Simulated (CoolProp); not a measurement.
Properties of C3F8 (R218) along the isobar 1960 kPa (Tc = 345.0 K, pc = 2640 kPa, ω = 0.317).

Values from CoolProp's reference Helmholtz-energy equation of state, Lemmon 2006. It is a short technical equation, of lower accuracy than the large ones.

| T (K) | phase | cp (kJ/(kg K)) | speed of sound (m/s) | expansivity (1/kK) |
|---|---|---|---|---|
| 173.5 | liquid | 0.8534 | 841.9 | 1.860 |
| 207.8 | liquid | 0.9130 | (withheld) | 2.051 |
| 242.1 | liquid | 0.9819 | 531.3 | 2.430 |
| 276.4 | liquid | 1.069 | 395.0 | 3.212 |
| 310.8 | liquid | 1.224 | (withheld) | (withheld) |
| 345.1 | gas | 1.161 | 87.57 | 11.93 |
| 379.4 | gas | 1.018 | 108.8 | (withheld) |
| 413.7 | gas | 1.010 | 122.2 | (withheld) |

Problem. Fill in the missing entries.

Solution. 
- 207.8, speed of sound (m/s): 675.8
- 310.8, speed of sound (m/s): 251.8
- 310.8, expansivity (1/kK): 5.553
- 379.4, expansivity (1/kK): 5.791
- 413.7, expansivity (1/kK): 4.123
